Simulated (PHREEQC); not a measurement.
Make-up at 20 °C: 0.0028 mol/kgw H3AsO4 and 0.0004 mol/kgw FeCl2. Closed to the air; pH follows from the charge balance.

Equilibrium calculation in PHREEQC: ion-association model, wateq4f.dat.

Each row changes one thing in this solution. Precipitation was switched off in this run.

```json
[
 {"case": "as made", "pH": "2.71", "ionic strength (mol/kgw)": "0.00327"},
 {"case": "temperature from 20 to 85 °C", "pH": "2.76", "ionic strength (mol/kgw)": "0.00304"},
 {"case": "temperature from 20 to 80 °C", "pH": "2.76", "ionic strength (mol/kgw)": "0.00306"},
 {"case": "H3AsO4 left out", "pH": "6.54", "ionic strength (mol/kgw)": "0.00120"},
 {"case": "FeCl2 replaced by CuCl2 at the same molality", "pH": "2.71", "ionic strength (mol/kgw)": "0.00327"},
 {"case": "temperature from 20 to 45 °C", "pH": "2.73", "ionic strength (mol/kgw)": "0.00318"},
 {"case": "FeCl2 from 0.0004 to 0.0006 mol/kgw", "pH": "2.71", "ionic strength (mol/kgw)": "?"},
 {"case": "diluted 10-fold with water", "pH": "3.58", "ionic strength (mol/kgw)": "0.000387"},
 {"case": "diluted 100-fold with water", "pH": "4.56", "ionic strength (mol/kgw)": "?"}
]
```

**Question.** Some entries are withheld; supply them.

**Answer.** 
- FeCl2 from 0.0004 to 0.0006 mol/kgw, ionic strength (mol/kgw): 0.00388
- diluted 100-fold with water, ionic strength (mol/kgw): 4.00e-5

At this temperature some constants are extrapolated from 25 °C, and those without enthalpy data are left unchanged.
